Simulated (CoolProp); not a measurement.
A simple Rankine cycle with R245ca: condensing at 308.15 K, boiler at 0.635 MPa, turbine inlet 372.3 K, turbine efficiency 0.75, pump efficiency 0.8, no recuperator. Each further row changes one setting.

Computed with CoolProp (reference Helmholtz-energy equation of state, Zhou 2016).

```json
[
 {"case": "as stated", "thermal efficiency (%)": "8.7", "net work (kJ/kg)": "22.0", "heat in (kJ/kg)": "254", "turbine exit temperature (K)": "342.8", "volume ratio over the turbine": "4.41"},
 {"case": "turbine inlet 392.3 K", "thermal efficiency (%)": "8.6", "net work (kJ/kg)": "23.7", "heat in (kJ/kg)": "277", "turbine exit temperature (K)": "363.4", "volume ratio over the turbine": "4.36"},
 {"case": "condensing temperature 300.15 K", "thermal efficiency (%)": "10.0", "net work (kJ/kg)": "26.4", "heat in (kJ/kg)": "265", "turbine exit temperature (K)": "337.7", "volume ratio over the turbine": "5.88"},
 {"case": "boiler pressure 0.444 MPa", "thermal efficiency (%)": "6.7", "net work (kJ/kg)": "17.3", "heat in (kJ/kg)": "258", "turbine exit temperature (K)": "350.9", "volume ratio over the turbine": "3.03"},
 {"case": "turbine efficiency 0.65", "thermal efficiency (%)": "7.5", "net work (kJ/kg)": "19.0", "heat in (kJ/kg)": "254", "turbine exit temperature (K)": "345.8", "volume ratio over the turbine": "4.46"}
]
```
